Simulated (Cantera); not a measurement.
Cantera run:

```python
import numpy as np
import cantera as ct

gas_names = """
    H HNO HNO2 HNO3 HO2 H2 H2O H2O2 N NH NH2 NH3 NH2OH NO NO2 NO3 N2 N2H2 N2H4 N2O O OH O2 O3 Si SiH
    SiH2 SiH3 SiH4 SiN SiO SiO2 Si2 Si2N Si3
""".split()
cond_names = """
    H2O(s) H2O(L) Si(cr) Si(L) SiO2(Lqz) SiO2(hqz) SiO2(L) Si2N2O(s) Si3N4(a)
""".split()


# ... load() reads the species with a 1 bar reference pressure and builds the phases ...
atoms = {
    'Si': {'Si': 1},
    'N2O': {'N': 2, 'O': 1},
    'H2': {'H': 2},
}
top_T = {'Si2N2O(s)': 2100, 'Si3N4(a)': 2400}  # K; cautious upper limits of use, not melting points


# ... equilibrate(T, P, feed) seeds the gas with the atoms and calls Mixture.equilibrate('TP', solver="vcs", rtol=1e-11, max_steps=5000) ...
results = []
feed = {'Si': 1, 'N2O': 2.1, 'H2': 1.1}  # mol
P = 100000  # Pa
for T in [923, 1023, 1123, 1223, 1323, 1423, 1523, 1623, 1723, 1823, 1923, 2023, 2123, 2223]:
    mix = equilibrate(T, P, feed)
    results.append((T, P, feed, dict(zip(mix.species_names, mix.species_moles))))

top = {s: max(r[3][s] / sum(r[3][g] for g in gas_names) for r in results) for s in gas_names}
cols = sorted((s for s in top if top[s] > 0.001), key=lambda s: -top[s])[:8]
seen = [c for c in cond_names if any(r[3].get(c, 0) > 1e-12 for r in results)]
print("log10 of partial pressures in bar; condensed amounts in mol")
print(f"{'T/K':>10s}" + "".join(f"{s[:9]:>10s}" for s in cols + seen))
for T, P, feed, n in results:
    ng = sum(n[g] for g in gas_names)
    print(f"{T:10.4g}" + "".join(f"{np.log10(max(n[s] / ng * P / 1e5, 1e-99)):10.3f}" for s in cols)
          + "".join(f"{n.get(c, 0):10.4g}" for c in seen))
```

Result:

```
log10 of partial pressures in bar; condensed amounts in mol
       T/K        N2        H2       H2O       SiO         H SiO2(hqz)   SiO2(L)
       923    -0.183    -0.505    -1.505   -19.705    -9.864         1         0
      1023    -0.183    -0.505    -1.505   -16.647    -8.636         1         0
      1123    -0.183    -0.505    -1.505   -14.144    -7.623         1         0
      1223    -0.183    -0.505    -1.505   -12.059    -6.775         1         0
      1323    -0.183    -0.505    -1.505   -10.296    -6.052         1         0
      1423    -0.183    -0.505    -1.505    -8.787    -5.430         1         0
      1523    -0.183    -0.505    -1.505    -7.482    -4.889         1         0
      1623    -0.183    -0.505    -1.505    -6.342    -4.413         1         0
      1723    -0.183    -0.505    -1.505    -5.342    -3.992         0         1
      1823    -0.183    -0.505    -1.505    -4.467    -3.616         0    0.9999
      1923    -0.183    -0.506    -1.503    -3.690    -3.279         0    0.9993
      2023    -0.184    -0.508    -1.492    -3.004    -2.975         0    0.9968
      2123    -0.185    -0.514    -1.457    -2.417    -2.702         0    0.9877
      2223    -0.189    -0.530    -1.376    -1.945    -2.458         0    0.9632
```

Cantera equilibrium calculation (NASA polynomials, part measured and part estimated; ideal gas, pure solids and liquids). The tables hold silica as quartz up to 1696 K and as liquid above; real silica turns to tridymite and cristobalite and melts near 1996 K. Gases not in the tables: Si(OH)4.
